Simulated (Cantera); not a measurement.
A closed system holds: 1 mol HF, 5.2 mol H₂O, a varied amount of H₂, 0.53 mol O₂, held at 600 °C and 13.3 mbar.

Method: chemical equilibrium by Gibbs-energy minimisation in Cantera with the NASA 1993 tables (ideal gas, pure condensed phases). Candidate condensed phases: H₂O; 22 gas species. The numbers say what is thermodynamically allowed, not how fast it happens.

log p: log10 of the partial pressure in bar; nothing condenses.

```
n(H₂) (mol)  log p H₂O  log p HF  log p H₂  log p O₂  log p OH
-----------  ---------  --------  --------  --------  --------
0.38             -1.97     -2.72    -12.32     -3.18     -9.28
0.58             -1.96     -2.72    -12.23     -3.34     -9.32
0.78             -1.95     -2.73         …         …     -9.37
0.99             -1.94     -2.73    -11.79     -4.19     -9.52
1.2              -1.95     -2.74     -3.60      <-13    -13.62
1.4              -1.96     -2.76         …      <-13         …
1.6              -1.97     -2.77     -3.03      <-13      <-13
```

What belongs in the gaps?


- 0.78, log p H₂: -12.10
- 0.78, log p O₂: -3.58
- 1.4, log p H₂: -3.22
- 1.4, log p OH: -13.82
